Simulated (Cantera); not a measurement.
Mixture: CO : H2 : O2 : N2 = 1 : 0.12 : 0.329 : 1.24 (molar parts), at 10.0 bar, adiabatic and at constant volume. Ignition delay is the time to a rise of 400 K.

Cantera simulation using GRI-Mech 3.0 (53 species, 325 reactions); the numbers are that mechanism's predictions, not measurements. The hydrogen kinetics of GRI-Mech 3.0 are dated; newer H2 mechanisms differ, most at raised pressure. Where the delays flatten at high temperature, the 400 K rule measures the pace of heat release, not the induction time.

Question: What does this change do: pressure from 10.0 bar to 11.0 bar?

Answer: 
```csv
quantity,before,after
delay at 1148 K,78.5 µs,82.1 µs
delay at 1348 K,6.34 µs,6.02 µs
delay at 1548 K,2.73 µs,2.49 µs
delay at 1748 K,1.81 µs,1.63 µs
delay at 1948 K,1.48 µs,1.31 µs
```

Question: What does this change do: H2 0.12 to 0.056 parts?

Answer: 
```tsv
quantity	before	after
delay at 1148 K	78.5 µs	0.101 ms
delay at 1348 K	6.34 µs	8.94 µs
delay at 1548 K	2.73 µs	3.92 µs
delay at 1748 K	1.81 µs	2.66 µs
delay at 1948 K	1.48 µs	2.20 µs
```
